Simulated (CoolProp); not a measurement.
A simple Rankine cycle with water: condensing at 317.15 K, boiler at 0.111 MPa, turbine inlet 525.7 K, turbine efficiency 0.8, pump efficiency 0.7, no recuperator. Each further row changes one setting.

Model: reference Helmholtz-energy equation of state, Wagner 2002, in CoolProp.

```json
[
 {"case": "as stated", "thermal efficiency (%)": "13.1", "net work (kJ/kg)": "366", "heat in (kJ/kg)": "2790", "turbine exit temperature (K)": "334.1", "volume ratio over the turbine": "7.75"},
 {"case": "turbine inlet 545.7 K", "thermal efficiency (%)": "13.4", "net work (kJ/kg)": "379", "heat in (kJ/kg)": "2830", "turbine exit temperature (K)": "348.2", "volume ratio over the turbine": "7.78"},
 {"case": "condensing temperature 309.15 K", "thermal efficiency (%)": "14.6", "net work (kJ/kg)": "413", "heat in (kJ/kg)": "2830", "turbine exit temperature (K)": "309.2", "volume ratio over the turbine": "11.0"},
 {"case": "boiler pressure 0.0777 MPa", "thermal efficiency (%)": "11.6", "net work (kJ/kg)": "325", "heat in (kJ/kg)": "2800", "turbine exit temperature (K)": "356.3", "volume ratio over the turbine": "5.79"},
 {"case": "turbine efficiency 0.7", "thermal efficiency (%)": "11.5", "net work (kJ/kg)": "320", "heat in (kJ/kg)": "2790", "turbine exit temperature (K)": "358.1", "volume ratio over the turbine": "8.32"}
]
```

The expansion ends wet for: condensing temperature 309.15 K.
